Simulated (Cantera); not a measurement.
Input (Python, Cantera) and output of one run.

```python
import numpy as np
import cantera as ct

gas_names = [...]  # 105 gases of nasa_gas.yaml made of C, H, N, Si
cond_names = """
    C(gr) C6H6(L) C7H8(L) C8H18(L),n-octa Si(cr) Si(L) SiC(b) Si3N4(a)
""".split()


# ... load() reads the species with a 1 bar reference pressure and builds the phases ...
atoms = {
    'Si3N4': {'Si': 3, 'N': 4},
    'C': {'C': 1},
    'H2': {'H': 2},
}
top_T = {'C(gr)': 4500, 'SiC(b)': 3050, 'Si3N4(a)': 2400}  # K; cautious upper limits of use, not melting points


# ... equilibrate(T, P, feed) seeds the gas with the atoms and calls Mixture.equilibrate('TP', solver="vcs", rtol=1e-11, max_steps=5000) ...
results = []
feed = {'Si3N4': 1, 'C': 0.01, 'H2': 9}  # mol
T = 2625  # K
P = 45000  # Pa
mix = equilibrate(T, P, feed)
results.append((T, P, feed, dict(zip(mix.species_names, mix.species_moles))))
x = sorted(zip(gas.X, gas.species_names), reverse=True)
print(f"T = {T:g} K  P = {P:g} Pa  gas = {mix.phase_moles(0):.4g} mol")
print("   x: " + "  ".join(f"{s} {v:.3e}" for v, s in x if v > 0.0001))
print("   condensed (mol): " + ("  ".join(f"{mix.phase(i).name} {mix.phase_moles(i):.4g}"
      for i in range(1, mix.n_phases) if mix.phase_moles(i) > 1e-12) or "none"))
```

It prints:

```
T = 2625 K  P = 45000 Pa  gas = 11.66 mol
   x: H2 7.417e-01  N2 1.707e-01  H 5.451e-02  Si 2.569e-02  SiH 3.271e-03  SiH2 1.164e-03  Si2 8.168e-04  SiN 5.994e-04  HCN 5.274e-04  Si2N 4.903e-04  Si2C 2.445e-04  Si3 1.349e-04
   condensed (mol): Si(L) 2.601
```

Cantera equilibrium calculation (NASA polynomials, part measured and part estimated; ideal gas, pure solids and liquids). The tables' values for SiN are old estimates; treat these amounts as uncertain. Gases not in the tables: Si2H6 and higher silanes.
